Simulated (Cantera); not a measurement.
# Thermodynamics of silicon carbide growth, feed SiHCl3 + C3H8 + H2

Feed: 1 mol SiHCl3, 0.0097 mol C3H8, 660 mol H2, at 0.00120 bar.

Equilibrium computed with Cantera from the NASA thermochemical tables; the gas is ideal and each condensed phase is pure. Candidate condensed phases: C, C6H6, C7H8, C8H18, Si, SiC; 109 gas species. Mutual solubility and eutectic melting of coexisting phases are not modelled. The tables' values for SiCl are old estimates; treat these amounts as uncertain. Gases not in the tables: Si2H6 and higher silanes. Rates play no part.

| T (°C) | log p H2 | log p H | log p HCl | log p Si | log p Cl | log p SiCl2 | n Si(s) | n SiC(s) | n Si(l) |
|---|---|---|---|---|---|---|---|---|---|
| 875 | -2.92 | -8.61 | -5.27 | -12.74 | -11.01 | -7.28 | 0.942 | 0.0291 | 0 |
| 975 | -2.92 | -7.79 | -5.27 | -11.11 | -10.21 | -7.23 | 0.938 | 0.0291 | 0 |
| 1075 | -2.92 | -7.10 | -5.28 | -9.73 | -9.53 | -7.18 | 0.934 | 0.0291 | 0 |
| 1175 | -2.92 | -6.50 | -5.28 | -8.53 | -8.94 | -7.14 | 0.928 | 0.0291 | 0 |
| 1275 | -2.92 | -5.97 | -5.28 | -7.50 | -8.43 | -7.11 | 0.906 | 0.0290 | 0 |
| 1375 | -2.92 | -5.51 | -5.28 | -6.59 | -7.97 | -7.09 | 0.762 | 0.0285 | 0 |
| 1475 | -2.93 | -5.10 | -5.28 | -5.84 | -7.57 | -7.12 | 0 | 0.0226 | 0.0393 |
| 1575 | -2.93 | -4.74 | -5.28 | -5.79 | -7.21 | -7.75 | 0 | 0.0118 | 0 |
| 1675 | -2.94 | -4.42 | -5.28 | -5.77 | -6.89 | -8.36 | 0 | 0 | 0 |
| 1775 | -2.95 | -4.13 | -5.30 | -5.77 | -6.61 | -8.94 | 0 | 0 | 0 |
| 1875 | -2.98 | -3.87 | -5.33 | -5.78 | -6.36 | -9.49 | 0 | 0 | 0 |
| 1975 | -3.02 | -3.64 | -5.38 | -5.79 | -6.14 | -10.03 | 0 | 0 | 0 |
| 2075 | -3.08 | -3.45 | -5.45 | -5.82 | -5.97 | -10.57 | 0 | 0 | 0 |
| 2175 | -3.17 | -3.29 | -5.56 | -5.85 | -5.82 | -11.12 | 0 | 0 | 0 |
log p: log10 of the partial pressure in bar; n: condensed amount in mol.

From 875 °C to 1375 °C the condensed part is Si(s) + SiC(s). At 1475 °C the condensed part is Si(l) + SiC(s). At 1575 °C the condensed part is SiC(s). From 1675 °C to 2175 °C nothing is condensed. The main Si-bearing gas is SiCl2 at 875 °C and Si at 2175 °C.
